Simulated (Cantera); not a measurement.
An isothermal, constant-pressure homogeneous reactor starts with 1.20 % CO, 18.4 % O₂, 0.296 % H₂O, 80.1 % N₂, equivalence ratio 0.033, at 1098 K and 105 Torr.

Detailed kinetics in Cantera: GRI-Mech 3.0 (53 species, 325 reactions).

x: mole fraction; the columns are a selection and need not sum to one.

| t (s) | x CO | x O₂ | x H₂O | x O | x H | x CO₂ |
|---|---|---|---|---|---|---|
| 6.00e-5 | 0.0120 | 0.184 | 0.00296 | 1.56e-10 | <1e-12 | 1.56e-10 |
| 0.000235 | 0.0120 | 0.184 | 0.00296 | 6.07e-10 | <1e-12 | 6.11e-10 |
| 0.000917 | 0.0120 | 0.184 | 0.00296 | 2.41e-9 | 8.93e-12 | 2.48e-9 |
| 0.00358 | 0.0120 | 0.184 | 0.00296 | 1.30e-8 | 1.38e-10 | 1.44e-8 |
| 0.0140 | 0.0120 | 0.184 | 0.00296 | 7.62e-7 | ? | 9.36e-7 |
| 0.0548 | 0.00538 | 0.181 | 0.00288 | 0.000895 | ? | 0.00667 |
| 0.214 | 0.000381 | 0.179 | 0.00297 | 6.49e-5 | ? | 0.0117 |
| 0.837 | 2.35e-5 | 0.179 | 0.00298 | 4.18e-6 | ? | 0.0121 |
| 3.27 | 1.25e-6 | 0.179 | 0.00298 | 2.78e-7 | 3.42e-10 | 0.0121 |
| 12.8 | 4.86e-8 | 0.179 | 0.00298 | 2.48e-8 | 8.85e-12 | 0.0121 |
| 50.0 | 6.97e-10 | 0.179 | 0.00298 | 4.89e-9 | <1e-12 | 0.0121 |

Question: Complete the blanks.

Answer: 
- 0.0140, x H: 1.15e-8
- 0.0548, x H: 5.40e-5
- 0.214, x H: 1.11e-6
- 0.837, x H: 1.93e-8
